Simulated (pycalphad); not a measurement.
**Effect of Si content in Al-Si**

Computed with pycalphad from the COST 507 light-alloy database (1999), at 1 atm. The database dates from 1999; later assessments differ in places, in temperatures and in the compounds included. Amounts are mole fractions of atoms.

| alloy | liquidus (°C) | first solid | solidus (°C) | phases at 527 °C |
|---|---|---|---|---|
| Al-1.6Si (at.%) | 650 | FCC_A1 | 577 | FCC_A1 0.99, DIAMOND_A4 0.01 |
| Al-2.4Si (at.%) | 645 | FCC_A1 | 577 | FCC_A1 0.99, DIAMOND_A4 0.01 |
| Al-3.2Si (at.%) | 640 | FCC_A1 | 577 | FCC_A1 0.98, DIAMOND_A4 0.02 |
| Al-6.4Si (at.%) | 619 | FCC_A1 | 577 | FCC_A1 0.95, DIAMOND_A4 0.05 |
| Al-9.6Si (at.%) | 596 | FCC_A1 | 577 | FCC_A1 0.91, DIAMOND_A4 0.09 |

FCC_A1 is fcc; DIAMOND_A4 is diamond (Si).
